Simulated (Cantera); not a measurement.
An isothermal, constant-pressure homogeneous reactor starts with H₂ : O₂ = 0.23 : 1 (molar parts), equivalence ratio 0.12, at 1400 K and 7.43 Torr.

Model: the H2/O2 subset of GRI-Mech 3.0, which has no nitrogen chemistry, integrated in Cantera. Radical loss at walls, strong at low pressure, is not modelled. The temperature is held fixed by assumption; the heat of reaction is taken as removed at once.

One state of this run: x H₂ = 0.00841; x O₂ = 0.698; x HO₂ = 3.90e-6; x O = 0.0816; x H₂O₂ = 1.46e-7; x H₂O = 0.149; x H = 0.0459. x: mole fraction; the columns are a selection and need not sum to one.

Question: Which value of t (s) does it belong to?
A. 0.0148
B. 0.00510
C. 0.000609
D. 0.358

Answer: B, 0.00510
